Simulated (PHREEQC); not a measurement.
Solution (20 °C): 3.9 mol KOH, 1.1 mol KCl and 0.00086 mol H4SiO4 per kg of water. Closed to the air; pH follows from the charge balance.

Model: Pitzer model, pitzer.dat, run in PHREEQC.

Each row changes one thing in this solution. This is a speciation only: nothing precipitates in the calculation.

```
case                                           pH  ionic strength (mol/kgw)
------------------------------------------  -----  ------------------------
as made                                     15.25                      5.00
KOH replaced by KBr at the same molality     6.01                      5.00
H4SiO4 from 0.00086 to 0.00129 mol/kgw      15.25                      5.00
KCl from 1.1 to 1.21 mol/kgw                15.26                      5.11
KOH replaced by K2CO3 at the same molality  12.97                      12.8
H4SiO4 left out                             15.25                      5.00
0.03 mol/kgw CO2 added                      15.24                      5.03
KCl left out                                15.16                      3.90
```

In brines, pH and single-ion activities rest on the MacInnes convention.
